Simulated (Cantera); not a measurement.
A perfectly stirred reactor is fed with 7.80 % CH4, 72.3 % H2, 19.9 % H, at 15.0 Torr; it is held at 2773 K, and followed from long to short residence time.

Detailed kinetics in Cantera: GRI-Mech 3.0 (53 species, 325 reactions). GRI-Mech 3.0 stops at C3 and has no aromatics, soot or wall deposition, so with more carbon than oxygen in the feed, carbon stays in small species such as C2H2 where larger ones or solid carbon would form. Radical loss at walls, strong at low pressure, is not modelled.

x: mole fraction; the columns are a selection and need not sum to one.

| τ (s) | x CH4 | x H2 | x H | x CH2 | x C2H6 |
|---|---|---|---|---|---|
| 0.95 | 1.53e-6 | 0.587 | 0.380 | 1.76e-5 | <1e-12 |
| 0.44 | 2.47e-6 | 0.607 | 0.360 | 2.31e-5 | <1e-12 |
| 0.21 | 5.01e-6 | 0.640 | 0.326 | 3.36e-5 | 1.38e-12 |
| 0.097 | 1.39e-5 | 0.693 | 0.272 | 5.48e-5 | 9.19e-12 |
| 0.045 | 4.67e-5 | 0.753 | 0.211 | 9.22e-5 | 8.64e-11 |
| 0.021 | [?] | 0.801 | [?] | [?] | 7.23e-10 |
| 0.0098 | [?] | 0.830 | [?] | [?] | [?] |

### Question
Fill in the missing entries.

### Answer

- 0.021, x CH4: 0.000147
- 0.021, x H: 0.162
- 0.021, x CH2: 0.000148
- 0.0098, x CH4: 0.000382
- 0.0098, x H: 0.131
- 0.0098, x CH2: 0.000223
- 0.0098, x C2H6: 4.19e-9
